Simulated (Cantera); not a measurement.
**CH3OH + CO2 (carbon deposition, reforming and gasification)**

Charge: 1 mol CH3OH, 0.034 mol CO2, at 427 °C.

Equilibrium computed with Cantera from the NASA thermochemical tables; the gas is ideal and each condensed phase is pure. Candidate condensed phases: C, C6H6, C7H8, C8H18, H2O; 110 gas species. The ideal-gas law is rough above about 30 bar. The numbers say what is thermodynamically allowed, not how fast it happens.

```csv
P (Pa),x H2,x H2O,x CH4,x CO,x CO2,n C(graphite)
10,0.670,0.00826,0.000382,0.288,0.0334,0.0875
100,0.694,0.0465,0.00410,0.156,0.0986,0.342
1000,0.634,0.151,0.0342,0.0556,0.125,0.532
10000,0.419,0.301,0.150,0.0168,0.113,0.485
100000,0.185,0.410,0.292,0.00516,0.107,0.348
1000000,0.0658,0.458,0.368,0.00163,0.107,0.278
10000000,0.0216,0.475,0.396,0.000514,0.106,0.253
```
x: gas mole fraction; n: condensed amount in mol.

From 10.0 Pa to 100 bar the condensed part is C(graphite). The main C-bearing gas is CO at 10.0 Pa and CH4 at 100 bar. The share of C in condensed phases is highest at 10.0 mbar (51.4 %) and lowest at 10.0 Pa (8.5 %).
